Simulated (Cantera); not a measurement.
Input: 1 mol Fe3O4, 5.2 mol CO, 0.11 mol H2, held at 5.00 mbar.

These are equilibrium values from Cantera (NASA tables, ideal gas, pure condensed phases), not measurements of a reactor. Candidate condensed phases: C, C6H6, C7H8, C8H18, Fe, Fe(CO)5, FeO, Fe(OH)2, Fe(OH)3, Fe2O3, Fe3O4, H2O; 114 gas species. The tables' stoichiometric FeO is somewhat more stable than real wüstite, so its field is too wide. FeO: taken at fixed stoichiometry. The numbers say what is thermodynamically allowed, not how fast it happens.

Q: At 900 °C, list the 4 most abundant gas species with their mole fractions, and the condensed phases.

A: CO 0.796, CO2 0.184, H2 0.0160, H2O 0.00470. Condensed: FeO(s).
